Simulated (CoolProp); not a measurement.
Model: reference Helmholtz-energy equation of state, Thol 2016, in CoolProp.

For R1234ze(E), give the phase and the Joule-Thomson coefficient (K/MPa), expansivity (1/kK) at 341.6 K and 1.22 MPa; 397.6 K and 1.22 MPa.


- 341.6 K and 1.22 MPa: gas; Joule-Thomson coefficient 17.4, expansivity 6.52
- 397.6 K and 1.22 MPa: gas; Joule-Thomson coefficient 9.38, expansivity 3.75
